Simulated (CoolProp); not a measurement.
Values from CoolProp's reference Helmholtz-energy equation of state, Lemmon 2016.

Q: For R365MFC, give the phase and the Z, cp (kJ/(kg K)) at 367.9 K and 43.6 bar; 367.9 K and 49 bar.

A: 
- 367.9 K and 43.6 bar: liquid; Z 0.190, cp 1.52
- 367.9 K and 49 bar: liquid; Z 0.213, cp 1.51
